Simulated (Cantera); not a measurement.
Cantera run, input and output.

```python
import numpy as np
import cantera as ct

gas = ct.Solution("h2o2.yaml")
gas.TPX = 350, 15000, {'H2': 1.3, 'O2': 0.312, 'N2': 1.47}
flame = ct.FreeFlame(gas, width=0.15)
flame.set_refine_criteria(ratio=3, slope=0.08, curve=0.16)
flame.transport_model = "mixture-averaged"
flame.solve(loglevel=0, auto=True)
z, T = flame.grid, flame.T
thick = (T[-1] - T[0]) / np.gradient(T, z).max()
show = ['H2', 'O2', 'HO2', 'H2O2', 'OH', 'H2O']
print(f"laminar burning velocity  {flame.velocity[0] * 100:.3f} cm/s")
print(f"burnt temperature         {T[-1]:.1f} K")
print(f"thermal thickness         {thick * 1e3:.4f} mm")
print(f"grid points               {len(z)}")
z0 = z[flame.heat_release_rate.argmax()]
print(f"{'z/mm':>9s}{'T/K':>9s}{'u/(m/s)':>9s}" + "".join(f"{s:>11s}" for s in show))
rows = []
for k in (-3, -2, -1.5, -1, -0.5, -0.25, 0, 0.25, 0.5, 1, 2, 4, 8):
    zz = z0 + k * thick
    rows.append([k * thick, np.interp(zz, z, T), np.interp(zz, z, flame.velocity),
                 *(np.interp(zz, z, flame.X[gas.species_index(s)]) for s in show)])
    print(f"{rows[-1][0] * 1e3:9.3f}{rows[-1][1]:9.1f}{rows[-1][2]:9.3f}" + "".join(f"{x:11.3e}" for x in rows[-1][3:]))
```

It prints:

```
laminar burning velocity  252.437 cm/s
burnt temperature         1907.3 K
thermal thickness         4.6427 mm
grid points               146
     z/mm      T/K  u/(m/s)         H2         O2        HO2       H2O2         OH        H2O
  -13.928    350.0    2.524  4.218e-01  1.012e-01  1.793e-15  2.572e-17  1.206e-18  2.360e-15
   -9.285    350.0    2.524  4.218e-01  1.012e-01  4.265e-13  5.161e-15  1.680e-16  4.727e-13
   -6.964    350.0    2.524  4.218e-01  1.012e-01  2.878e-11  3.593e-13  6.296e-15  2.661e-11
   -4.643    350.0    2.524  4.218e-01  1.012e-01  1.077e-08  1.430e-10  2.114e-12  7.742e-09
   -2.321    363.3    2.612  4.194e-01  1.014e-01  8.259e-05  6.089e-06  2.925e-05  3.403e-04
   -1.161    608.8    4.282  3.880e-01  9.481e-02  4.445e-05  1.402e-05  4.148e-04  1.954e-02
    0.000    987.5    6.766  2.923e-01  6.225e-02  1.360e-05  1.677e-07  8.386e-04  9.233e-02
    1.161   1223.3    8.331  2.048e-01  1.207e-02  2.452e-06  1.035e-07  1.500e-03  1.887e-01
    2.321   1313.6    8.911  1.912e-01  1.353e-03  2.565e-07  6.300e-08  1.434e-03  2.107e-01
    4.643   1402.0    9.456  1.966e-01  3.199e-04  5.566e-08  6.269e-08  1.673e-03  2.138e-01
    9.285   1499.9   10.047  2.051e-01  2.470e-04  3.943e-08  5.647e-08  1.893e-03  2.153e-01
   18.571   1600.1   10.638  2.140e-01  1.715e-04  2.628e-08  4.033e-08  1.943e-03  2.172e-01
   37.141   1691.9   11.168  2.221e-01  1.007e-04  1.583e-08  2.346e-08  1.767e-03  2.192e-01
```

Cantera simulation using the H2/O2 subset of GRI-Mech 3.0, which has no nitrogen chemistry; the numbers are that mechanism's predictions, not measurements. Burning velocities carry a grid error of a few per cent, more on coarse grids.
